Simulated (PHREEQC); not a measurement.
Consider water at 71 °C with 0.019 mol MgCl2, 0.00033 mol Na2CO3 and 0.0066 mol MgSO4 per kg of water. Closed to the air; pH follows from the charge balance.

Equilibrium calculation in PHREEQC: ion-association model, phreeqc.dat.

```
quantity                    before    after
------------------------  --------  -------
pH                            8.24     5.98
ionic strength (mol/kgw)    0.0651   0.0651
Mg+2 (mol/kgw)              0.0207   0.0210
MgSO4 (mol/kgw)            0.00456  0.00458
SO4-2 (mol/kgw)            0.00204  0.00202
MgOH+ (mol/kgw)           0.000247  1.38e-6
```

Task: Name the change that produced these shifts.
(A) MgCl2 from 0.019 to 0.0019 mol/kgw
(B) 0.016 mol/kgw Fe(NO3)3 added
(C) Na2CO3 left out
(D) temperature from 71 to 50 °C

Result: C, Na2CO3 left out

This is a speciation only: nothing precipitates in the calculation. Away from 25 °C the constants follow the database's enthalpies or fits; those with neither stay at their 25 °C values.
